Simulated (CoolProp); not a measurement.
A simple Rankine cycle with benzene: condensing at 299.15 K, boiler at 3.93 MPa, turbine inlet 546.2 K, turbine efficiency 0.75, pump efficiency 0.8, no recuperator. Each further row changes one setting.

Values from CoolProp's reference Helmholtz-energy equation of state, Thol 2012.

```tsv
case	thermal efficiency (%)	net work (kJ/kg)	heat in (kJ/kg)	turbine exit temperature (K)	volume ratio over the turbine
as stated	23.9	168	702	381.8	389
turbine inlet 566.2 K	24.2	185	763	412.7	335
condensing temperature 291.15 K	24.9	178	715	374.4	558
boiler pressure 2.75 MPa	23.4	176	751	410.8	210
turbine efficiency 0.65	20.6	145	702	398.1	406
```
